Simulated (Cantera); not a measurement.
Feed: 1 mol AlN, 0.73 mol Cl₂, a varied amount of H₂, equilibrated at 850 °C and 3.90 Pa.

Cantera equilibrium calculation (NASA polynomials, part measured and part estimated; ideal gas, pure solids and liquids). Candidate condensed phases: Al, AlCl₃, AlN, NH₄Cl; 20 gas species. The tables' values for AlCl₂ are old estimates; treat these amounts as uncertain. Equilibrium is a limit: real reactors are often held back by kinetics, nucleation or transport.

x: gas mole fraction; n: condensed amount in mol.

```json
[
 {"n(H₂) (mol)": "2.9", "x H₂": "0.746", "x HCl": "0.104", "x AlCl₃": "0.0983", "x N₂": "0.0501", "x AlCl₂": "0.00116", "x AlCl": "0.000728", "n AlN(s)": "0.636"},
 {"n(H₂) (mol)": "8.9", "x H₂": "0.892", "x HCl": "0.0620", "x AlCl₃": "0.0292", "x N₂": "0.0153", "x AlCl₂": "0.000631", "x AlCl": "0.000721", "n AlN(s)": "0.706"},
 {"n(H₂) (mol)": "15", "x H₂": "0.930", "x HCl": "0.0458", "x AlCl₃": "0.0151", "x N₂": "0.00814", "x AlCl₂": "0.000452", "x AlCl": "0.000714", "n AlN(s)": "0.744"},
 {"n(H₂) (mol)": "21", "x H₂": "0.947", "x HCl": "…", "x AlCl₃": "…", "x N₂": "…", "x AlCl₂": "0.000358", "x AlCl": "0.000707", "n AlN(s)": "0.769"},
 {"n(H₂) (mol)": "27", "x H₂": "0.957", "x HCl": "0.0312", "x AlCl₃": "0.00669", "x N₂": "0.00384", "x AlCl₂": "0.000298", "x AlCl": "0.000699", "n AlN(s)": "0.787"},
 {"n(H₂) (mol)": "33", "x H₂": "0.964", "x HCl": "0.0272", "x AlCl₃": "0.00496", "x N₂": "0.00295", "x AlCl₂": "0.000255", "x AlCl": "0.000691", "n AlN(s)": "0.801"},
 {"n(H₂) (mol)": "39", "x H₂": "0.969", "x HCl": "0.0241", "x AlCl₃": "0.00383", "x N₂": "0.00237", "x AlCl₂": "0.000223", "x AlCl": "0.000682", "n AlN(s)": "0.812"},
 {"n(H₂) (mol)": "45", "x H₂": "0.972", "x HCl": "0.0217", "x AlCl₃": "0.00305", "x N₂": "0.00196", "x AlCl₂": "0.000197", "x AlCl": "0.000673", "n AlN(s)": "0.820"},
 {"n(H₂) (mol)": "51", "x H₂": "0.975", "x HCl": "…", "x AlCl₃": "…", "x N₂": "…", "x AlCl₂": "0.000177", "x AlCl": "0.000664", "n AlN(s)": "0.828"},
 {"n(H₂) (mol)": "57", "x H₂": "0.978", "x HCl": "0.0181", "x AlCl₃": "0.00206", "x N₂": "0.00144", "x AlCl₂": "0.000160", "x AlCl": "0.000655", "n AlN(s)": "0.834"}
]
```

Some entries are withheld; supply them.


- 51, x HCl: 0.0197
- 51, x AlCl₃: 0.00249
- 51, x N₂: 0.00166
- 21, x HCl: 0.0370
- 21, x AlCl₃: 0.00958
- 21, x N₂: 0.00532
